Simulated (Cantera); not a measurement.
Cantera run:

```python
import numpy as np
import cantera as ct

gas_names = """
    C CH CH2 CH3 CH2OH CH3O CH4 CH3OH CO CO2 COOH C2 C2H CHCO,ketyl C2H2,acetylene C2H2,vinylidene
    CH2CO,ketene C2H3,vinyl CH3CO,acetyl C2H4 C2H4O,ethylen CH3CHO,ethanal CH3COOH (HCOOH)2 C2H5 C2H6
    CH3OCH3 C2H5OH C2O C3 C3H3,propargyl C3H4,allene C3H4,propyne C3H4,cyclo- C3H5,allyl C3H6,propylene
    C3H6,cyclo- C3H6O C3H7,n-propyl C3H7,i-propyl C3H8 C3H8O,1propanol C3H8O,2propanol C3O2 C4 C4H2
    C4H4,1,3-cyclo- C4H6,butadiene C4H6,2-butyne C4H6,cyclo- C4H8,1-butene C4H8,cis2-buten
    C4H8,tr2-butene C4H8,isobutene C4H8,cyclo- (CH3COOH)2 C4H9,n-butyl C4H9,i-butyl C4H9,s-butyl
    C4H9,t-butyl C4H10,isobutane C4H10,n-butane C5 C5H6,1,3cyclo- C5H8,cyclo- C5H10,1-pentene
    C5H10,cyclo- C5H11,pentyl C5H11,t-pentyl C5H12,n-pentane C5H12,i-pentane CH3C(CH3)2CH3 C6H2
    C6H5,phenyl C6H5O,phenoxy C6H6 C6H5OH,phenol C6H10,cyclo- C6H12,1-hexene C6H12,cyclo- C6H13,n-hexyl
    C7H7,benzyl C7H8 C7H8O,cresol C7H14,1-heptene C7H15,n-heptyl C7H16,n-heptane C8H8,styrene
    C8H10,ethylbenz C8H16,1-octene C8H17,n-octyl C8H18,isooctane C8H18,n-octane C9H19,n-nonyl
    C10H8,naphthale C10H21,n-decyl C12H9,o-bipheny C12H10,bipheny H HCO HO2 H2 HCHO,formaldehy HCOOH H2O
    H2O2 O OH O2 O3
""".split()
cond_names = """
    C(gr) C6H6(L) C7H8(L) C8H18(L),n-octa H2O(s) H2O(L)
""".split()


def load(file, names, dense=False):
    # The tables refer to 1 bar. Condensed volumes are neglected.
    table = {s.name: s for s in ct.Species.list_from_file(file)}
    out = []
    for n in names:
        d = dict(table[n].input_data)
        d["thermo"] = dict(d["thermo"], **{"reference-pressure": 1e5})
        if dense:
            d["equation-of-state"] = {"model": "constant-volume", "density": "1e6 g/cm^3"}
        out.append(ct.Species.from_dict(d))
    return out


gas = ct.Solution(thermo="ideal-gas", species=load("nasa_gas.yaml", gas_names))
cond = {s.name: ct.Solution(thermo="fixed-stoichiometry", species=[s], name=s.name)
        for s in load("nasa_condensed.yaml", cond_names, dense=True)}
atoms = {
    'acetone': {'C': 3, 'H': 6, 'O': 1},
    'CO2': {'C': 1, 'O': 2},
    'H2': {'H': 2},
}
top_T = {'C(gr)': 4500}  # K; cautious upper limits of use, not melting points


def equilibrate(T, P, feed):
    n = {}
    for name, mol in feed.items():
        for a, k in atoms[name].items():
            n[a] = n.get(a, 0.0) + k * mol
    gas.TPX = T, P, n
    mass = sum(n.values()) * gas.mean_molecular_weight
    gas.equilibrate("TP")
    valid = [c for c in cond.values() if c.min_temp <= T <= top_T.get(c.name, c.max_temp)]
    mix = ct.Mixture([(gas, mass / gas.mean_molecular_weight)] + [(c, 0.0) for c in valid])
    mix.T, mix.P = T, P
    mix.equilibrate("TP", solver="vcs", rtol=1e-11, max_steps=5000)
    return mix


results = []
feed = {'acetone': 1, 'CO2': 0.41, 'H2': 72}  # mol
P = 46  # Pa
for T in [2173, 2273, 2373, 2473, 2573, 2673, 2773, 2873, 2973, 3073]:
    mix = equilibrate(T, P, feed)
    results.append((T, P, feed, dict(zip(mix.species_names, mix.species_moles))))

top = {s: max(r[3][s] / sum(r[3][g] for g in gas_names) for r in results) for s in gas_names}
cols = sorted((s for s in top if top[s] > 0.001), key=lambda s: -top[s])[:5]
seen = [c for c in cond_names if any(r[3].get(c, 0) > 1e-12 for r in results)]
print("log10 of partial pressures in bar; condensed amounts in mol")
print(f"{'T/K':>10s}" + "".join(f"{s[:9]:>10s}" for s in cols + seen))
for T, P, feed, n in results:
    ng = sum(n[g] for g in gas_names)
    print(f"{T:10.4g}" + "".join(f"{np.log10(max(n[s] / ng * P / 1e5, 1e-99)):10.3f}" for s in cols)
          + "".join(f"{n.get(c, 0):10.4g}" for c in seen))
```

It prints:

```
log10 of partial pressures in bar; condensed amounts in mol
       T/K         H        H2        CO         C C2H2,acet     C(gr)
      2173    -4.039    -3.446    -5.008    -9.027    -6.102     1.293
      2273    -3.835    -3.518    -5.038    -8.270    -5.942     1.117
      2373    -3.669    -3.628    -5.078    -7.578    -5.839     0.875
      2473    -3.544    -3.784    -5.125    -6.942    -5.800    0.4426
      2573    -3.458    -3.989    -5.171    -6.434    -5.982         0
      2673    -3.406    -4.232    -5.208    -6.077    -6.430         0
      2773    -3.377    -4.497    -5.232    -5.791    -6.974         0
      2873    -3.363    -4.769    -5.246    -5.570    -7.596         0
      2973    -3.356    -5.035    -5.254    -5.427    -8.315         0
      3073    -3.352    -5.291    -5.258    -5.360    -9.126         0
```

These are equilibrium values from Cantera (NASA tables, ideal gas, pure condensed phases), not measurements of a reactor. The feed counts by its element totals alone.
